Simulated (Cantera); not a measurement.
Charge: 1 mol BCl₃, 0.22 mol NH₃, 0.34 mol N₂, held at 1.00 Torr.

Equilibrium computed with Cantera from the NASA thermochemical tables; the gas is ideal and each condensed phase is pure. Candidate condensed phases: B, BN, NH₄Cl; 21 gas species. Equilibrium is a limit: real reactors are often held back by kinetics, nucleation or transport.

**Question.** At 802 °C, list the 4 most abundant gas species with their mole fractions, and the condensed phases.

**Answer.** BCl₃ 0.438, HCl 0.371, N₂ 0.191, H₂ 0.000104. Condensed: BN(s).
